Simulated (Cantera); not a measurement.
Input: 1 mol CH₃SiCl₃, 2.5 mol CH₄, 660 mol H₂, at 1.33 mbar.

These are equilibrium values from Cantera (NASA tables, ideal gas, pure condensed phases), not measurements of a reactor. Candidate condensed phases: C, C₆H₆, C₇H₈, C₈H₁₈, Si, SiC; 109 gas species. The feed counts by its element totals alone. Kinetics and transport are ignored.

Q: Which condensed phases are stable at each of these points (T (K)): 2023, 2073, 2123, 2173, 2223, 2273, 2323, 2373, 2423, 2473, 2523, 2573?

A: 
| T (K) | condensed phases | Si condensed (%) |
|---|---|---|
| 2023 | C(graphite) | 0.0 |
| 2073 | C(graphite) | 0.0 |
| 2123 | C(graphite) | 0.0 |
| 2173 | C(graphite) | 0.0 |
| 2223 | gas only | 0.0 |
| 2273 | gas only | 0.0 |
| 2323 | gas only | 0.0 |
| 2373 | gas only | 0.0 |
| 2423 | gas only | 0.0 |
| 2473 | gas only | 0.0 |
| 2523 | gas only | 0.0 |
| 2573 | gas only | 0.0 |

From 2023 K to 2173 K the condensed part is C(graphite). From 2223 K to 2573 K nothing is condensed.
